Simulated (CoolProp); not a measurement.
n-decane at 364.4 K and 0.00438 MPa flows at 0.62 m/s in a round tube of 50 mm bore and 1.5 µm roughness, fully developed (64/Re and Nu = 3.66 if laminar; Colebrook and Gnielinski if turbulent). Each further row changes one setting.

The numbers come from the reference Helmholtz-energy equation of state, Lemmon 2006 in CoolProp. It is a short technical equation, of lower accuracy than the large ones.

| case | Reynolds number | Darcy friction factor | pressure drop (Pa/m) | heat-transfer coefficient (W/(m² K)) | mass flow (kg/h) |
|---|---|---|---|---|---|
| as stated | ? | ? | 0.0507 | 1.02 | 0.907 |
| velocity 1.24 m/s | 2010 | 0.0319 | 0.101 | 1.02 | 1.81 |
| diameter 100 mm | 2010 | 0.0319 | 0.0127 | ? | ? |

Task: What belongs in the gaps?

Result: 
- as stated, Reynolds number: 1000
- as stated, Darcy friction factor: 0.0637
- diameter 100 mm, heat-transfer coefficient (W/(m² K)): 0.510
- diameter 100 mm, mass flow (kg/h): 3.63

Viscosity comes from a separate model (Huber 2004). Thermal conductivity comes from a separate model (Huber 2005).
